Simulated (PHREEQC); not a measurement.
Na3PO4 is added in steps, without added water, to 1 kg of water holding 0.65 mmol/kgw H3AsO4, 7.2 mmol/kgw NaOH and 0.063 mmol/kgw NaCl, at 10 °C. Oxygen is held at 0.21 atm. CO2 from the air is kept out. Only these solids could form: Halite.

Base run: PHREEQC, ion-association model, wateq4f.dat. Each further column changes one thing. The table gives HPO4-2 (mol/kgw).

```json
[
 {"Na3PO4 added (mol)": "0", "base": "0", "Debye-Hückel limiting law": "0", "all activity coefficients set to 1": "0", "metal-ligand complexes left out": "0", "Davies equation for every ion": "0"},
 {"Na3PO4 added (mol)": "0.00275", "base": "0.00120", "Debye-Hückel limiting law": "0.00111", "all activity coefficients set to 1": "[?]", "metal-ligand complexes left out": "0.00121", "Davies equation for every ion": "0.00118"},
 {"Na3PO4 added (mol)": "0.0055", "base": "0.00208", "Debye-Hückel limiting law": "0.00183", "all activity coefficients set to 1": "0.00278", "metal-ligand complexes left out": "0.00210", "Davies equation for every ion": "0.00204"},
 {"Na3PO4 added (mol)": "0.00825", "base": "0.00278", "Debye-Hückel limiting law": "[?]", "all activity coefficients set to 1": "0.00388", "metal-ligand complexes left out": "0.00281", "Davies equation for every ion": "0.00272"},
 {"Na3PO4 added (mol)": "0.011", "base": "0.00336", "Debye-Hückel limiting law": "0.00271", "all activity coefficients set to 1": "0.00485", "metal-ligand complexes left out": "0.00341", "Davies equation for every ion": "0.00330"},
 {"Na3PO4 added (mol)": "0.01375", "base": "0.00387", "Debye-Hückel limiting law": "[?]", "all activity coefficients set to 1": "[?]", "metal-ligand complexes left out": "0.00393", "Davies equation for every ion": "0.00379"},
 {"Na3PO4 added (mol)": "0.0165", "base": "0.00431", "Debye-Hückel limiting law": "[?]", "all activity coefficients set to 1": "0.00653", "metal-ligand complexes left out": "0.00439", "Davies equation for every ion": "0.00423"},
 {"Na3PO4 added (mol)": "0.01925", "base": "0.00472", "Debye-Hückel limiting law": "0.00335", "all activity coefficients set to 1": "0.00727", "metal-ligand complexes left out": "0.00481", "Davies equation for every ion": "0.00463"},
 {"Na3PO4 added (mol)": "0.022", "base": "0.00508", "Debye-Hückel limiting law": "0.00346", "all activity coefficients set to 1": "[?]", "metal-ligand complexes left out": "0.00519", "Davies equation for every ion": "0.00500"}
]
```

Task: Fill in the missing entries.

Result: 
- 0.00275, all activity coefficients set to 1: 0.00152
- 0.00825, Debye-Hückel limiting law: 0.00234
- 0.01375, Debye-Hückel limiting law: 0.00298
- 0.01375, all activity coefficients set to 1: 0.00573
- 0.0165, Debye-Hückel limiting law: 0.00319
- 0.022, all activity coefficients set to 1: 0.00796

H3PO4, which wateq4f.dat lacks, is added to it with the constant of phreeqc.dat. Away from 25 °C the constants follow the database's enthalpies or fits; those with neither stay at their 25 °C values.
